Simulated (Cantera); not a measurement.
An isothermal, constant-pressure homogeneous reactor starts with C3H8 : H2 = 1 : 1.8 (molar parts), at 1350 K and 1.01 bar. Integrator tolerance rtol = 1e-08.

Model: GRI-Mech 3.0 (53 species, 325 reactions), integrated in Cantera. GRI-Mech 3.0 was tuned for natural gas; its chemistry of propane as a main component is partial and can be far from experiment. GRI-Mech 3.0 stops at C3 and has no aromatics, soot or wall deposition, so with more carbon than oxygen in the feed, carbon stays in small species such as C2H2 where larger ones or solid carbon would form.

Q: What does this change do: temperature 1350 to 1950 K?

A: 
```tsv
quantity	before	after
x(C3H8) at 7.00 s	4.79e-6 (gas-phase equilibrium 4.29e-6)	2.21e-10 (gas-phase equilibrium 2.21e-10)
x(H2) at 7.00 s	0.415 (gas-phase equilibrium 0.399)	0.735 (gas-phase equilibrium 0.735)
x(C2H2) at 7.00 s	0.109 (gas-phase equilibrium 0.107)	0.256 (gas-phase equilibrium 0.256)
x(C2H4) at 7.00 s	0.0684 (gas-phase equilibrium 0.0647)	0.00170 (gas-phase equilibrium 0.00170)
x(CH3) at 7.00 s	3.26e-5 (gas-phase equilibrium 3.20e-5)	0.000177 (gas-phase equilibrium 0.000177)
x(C2H6) at 7.00 s	0.000866 (gas-phase equilibrium 0.000806)	7.93e-7 (gas-phase equilibrium 7.93e-7)
x(C2H) at 7.00 s	2.95e-10 (gas-phase equilibrium 2.70e-10)	5.37e-6 (gas-phase equilibrium 5.37e-6)
```

Q: What does this change do: C3H8 1 to 0.67 parts?

A: 
| quantity | before | after |
|---|---|---|
| x(C3H8) at 7.00 s | 4.79e-6 (gas-phase equilibrium 4.29e-6) | 3.65e-6 (gas-phase equilibrium 3.17e-6) |
| x(H2) at 7.00 s | 0.415 (gas-phase equilibrium 0.399) | 0.475 (gas-phase equilibrium 0.458) |
| x(C2H2) at 7.00 s | 0.109 (gas-phase equilibrium 0.107) | 0.0733 (gas-phase equilibrium 0.0697) |
| x(C2H4) at 7.00 s | 0.0684 (gas-phase equilibrium 0.0647) | 0.0524 (gas-phase equilibrium 0.0483) |
| x(CH3) at 7.00 s | 3.26e-5 (gas-phase equilibrium 3.20e-5) | 3.03e-5 (gas-phase equilibrium 2.96e-5) |
| x(C2H6) at 7.00 s | 0.000866 (gas-phase equilibrium 0.000806) | 0.000755 (gas-phase equilibrium 0.000689) |
| x(C2H) at 7.00 s | 2.95e-10 (gas-phase equilibrium 2.70e-10) | 1.88e-10 (gas-phase equilibrium 1.64e-10) |

Q: What does this change do: C3H8 1 to 0.3 parts?

A: 
| quantity | before | after |
|---|---|---|
| x(C3H8) at 7.00 s | 4.79e-6 (gas-phase equilibrium 4.29e-6) | 1.14e-6 (gas-phase equilibrium 8.62e-7) |
| x(H2) at 7.00 s | 0.415 (gas-phase equilibrium 0.399) | 0.640 (gas-phase equilibrium 0.627) |
| x(C2H2) at 7.00 s | 0.109 (gas-phase equilibrium 0.107) | 0.0211 (gas-phase equilibrium 0.0173) |
| x(C2H4) at 7.00 s | 0.0684 (gas-phase equilibrium 0.0647) | 0.0202 (gas-phase equilibrium 0.0164) |
| x(CH3) at 7.00 s | 3.26e-5 (gas-phase equilibrium 3.20e-5) | 2.12e-5 (gas-phase equilibrium 2.02e-5) |
| x(C2H6) at 7.00 s | 0.000866 (gas-phase equilibrium 0.000806) | 0.000385 (gas-phase equilibrium 0.000321) |
| x(C2H) at 7.00 s | 2.95e-10 (gas-phase equilibrium 2.70e-10) | 4.74e-11 (gas-phase equilibrium 3.48e-11) |
